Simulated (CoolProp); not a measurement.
Aqueous ethylene glycol as a coolant, at 19 °C, 1 atm.

Values from CoolProp's Melinder's fits for secondary coolants.

| mass % | freezing point (°C) | cp (kJ/(kg K)) | viscosity (mPa s) | conductivity (W/(m K)) | Prandtl number |
|---|---|---|---|---|---|
| 2.9 | -0.9 | 4.144 | 1.10 | 0.584 | 7.80 |
| 7.9 | -2.6 | 4.074 | 1.24 | 0.561 | 9.00 |
| 12.9 | -4.5 | 4.004 | 1.41 | 0.538 | 10.5 |
| 18 | -6.9 | 3.927 | 1.62 | 0.515 | 12.3 |
| 23 | -9.7 | 3.844 | 1.85 | 0.493 | 14.4 |
| 28 | -13.1 | 3.753 | 2.12 | 0.472 | 16.8 |
| 33.1 | -17.1 | 3.655 | 2.42 | 0.451 | 19.6 |
| 38.1 | -21.8 | 3.554 | 2.77 | 0.432 | 22.8 |
| 43.1 | -27.3 | 3.451 | 3.16 | 0.413 | 26.4 |
| 48.1 | -33.4 | 3.347 | 3.62 | 0.395 | 30.7 |
